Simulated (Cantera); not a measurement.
An adiabatic, constant-volume homogeneous reactor starts with 8.51 % CH4, 0.485 % C2H6, 4.94 % C3H8, 18.0 % O2, 68.0 % N2, equivalence ratio 2.4, at 1125 K and 3750 Torr.

Computed with Cantera and GRI-Mech 3.0 (53 species, 325 reactions). GRI-Mech 3.0 was tuned for natural gas; its chemistry of propane as a main component is partial and can be far from experiment.

Task: Predict: time of steepest temperature rise; temperature at 5.00 s; equilibrium temperature; x(CH4) at 5.00 s; x(H2) at 5.00 s; x(NO) at 5.00 s; x(HCO) at 5.00 s.

Result: 
```json
{
  "time_of_steepest_temperature_rise": "9.96 ms",
  "temperature at 5.00 s": "2357 K",
  "equilibrium_temperature": "2357 K",
  "x(CH4) at 5.00 s": "2.39e-8 (gas-phase equilibrium 2.68e-8)",
  "x(H2) at 5.00 s": "0.213 (gas-phase equilibrium 0.213)",
  "x(NO) at 5.00 s": "9.01e-6 (gas-phase equilibrium 9.01e-6)",
  "x(HCO) at 5.00 s": "6.88e-7 (gas-phase equilibrium 6.88e-7)"
}
```
